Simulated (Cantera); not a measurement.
Charge: 1 mol SiHCl3, 27 mol NH3.

Equilibrium computed with Cantera from the NASA thermochemical tables; the gas is ideal and each condensed phase is pure. Candidate condensed phases: NH4Cl, Si, Si3N4; 28 gas species. The tables' values for SiCl3 are old estimates. Kinetics and transport are ignored.

Stable condensed phases, one row left out:

```
T in K \ P in Pa
              5     13     36     98    260    710   1900   5100  14000  37000 100000
   2023       A      A      A      A      A      B      B      B      B      B      C
   1823       A      A      A      B      B      B      B      B      C      C      C
   1723       A      B      B      B      B      B      C      C      C      C      C
   1623       B      B      B      B      C      C      C      C      C      C      C
   1523       B      B      C      C      C      C      C      C      C      C      C
   1423       C      C      C      C      C      C      C      C      C      C      C
   1323       C      C      C      C      C      C      C      C      C      C      C
   1223       C      C      C      C      C      C      C      C      C      C      C
```

A: gas only; B: Si; C: Si3N4.

**Question.** Give the row for 1923 K.

**Answer.** 5: gas only; 13: gas only; 36: gas only; 98: gas only; 260: Si; 710: Si; 1900: Si; 5100: Si; 14000: Si; 37000: Si3N4; 100000: Si3N4.
